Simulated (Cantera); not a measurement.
A perfectly stirred reactor is fed with 3.44 % H2, 67.5 % O2, 29.0 % N2, equivalence ratio 0.025, at 2.55 Torr; it is held at 1350 K, and followed from long to short residence time.

Detailed kinetics in Cantera: the H2/O2 subset of GRI-Mech 3.0, which has no nitrogen chemistry. Radical loss at walls, strong at low pressure, is not modelled. The temperature is held fixed by assumption; the heat of reaction is taken as removed at once.

### Question
Predict: x(H2) at τ = 0.420 s; x(O2) at τ = 0.420 s; x(H2O) at τ = 0.420 s; x(HO2) at τ = 0.420 s; x(OH) at τ = 0.420 s; x(H2) at τ = 29.0 ms; x(O2) at τ = 29.0 ms; x(H2O) at τ = 29.0 ms; x(HO2) at τ = 29.0 ms; x(OH) at τ = 29.0 ms.

### Answer
```json
{
 "x(H2) at τ = 0.420 s": "0.000565",
 "x(O2) at τ = 0.420 s": "0.650",
 "x(H2O) at τ = 0.420 s": "0.0307",
 "x(HO2) at τ = 0.420 s": "3.40e-7",
 "x(OH) at τ = 0.420 s": "0.00338",
 "x(H2) at τ = 29.0 ms": "0.00167",
 "x(O2) at τ = 29.0 ms": "0.648",
 "x(H2O) at τ = 29.0 ms": "0.0284",
 "x(HO2) at τ = 29.0 ms": "3.81e-7",
 "x(OH) at τ = 29.0 ms": "0.00422"
}
```
